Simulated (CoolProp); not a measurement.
Aqueous potassium acetate as a coolant, at -2 °C, 1 atm.

The numbers come from the Melinder's fits for secondary coolants in CoolProp.

```
mass %  freezing point (°C)  conductivity (W/(m K))  cp (kJ/(kg K))  density (kg/m³)  viscosity (mPa s)
------  -------------------  ----------------------  --------------  ---------------  -----------------
11.2                   -5.2                   0.527           3.759             1062               2.50
16.4                   -8.4                   0.511           3.589             1089               2.85
21.7                  -12.7                   0.495           3.428             1118               3.33
26.9                  -18.6                   0.481           3.275             1148               3.97
32.1                  -26.6                   0.467           3.124             1179               4.89
37.3                  -36.5                   0.453           2.977             1209               6.21
42.6                  -47.5                   0.440           2.835             1241               8.08
```
